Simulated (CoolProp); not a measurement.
A single-stage vapour-compression cycle with CH2F2 (R32): evaporating at 216.15 K (dew point), condensing at 242.15 K (bubble point), superheat 0 K, subcooling 5 K, compressor efficiency 0.7, no pressure losses. Each further row changes one setting.

Model: reference Helmholtz-energy equation of state, Tillner-Roth 1997, in CoolProp.

```tsv
case	cooling COP	pressure ratio	discharge temperature (K)	refrigerating effect (kJ/kg)	volumetric capacity (kJ/m³)
as stated	5.30	3.43	302.6	354	813
evaporating temperature 221.15 K	6.87	2.64	288.6	357	1050
condensing temperature 237.15 K	6.70	2.77	286.7	362	832
subcooling 10 K	5.42	3.43	302.6	362	832
superheat 10 K	5.15	3.43	315.8	362	790
compressor efficiency 0.6	4.54	3.43	315.1	354	813
```
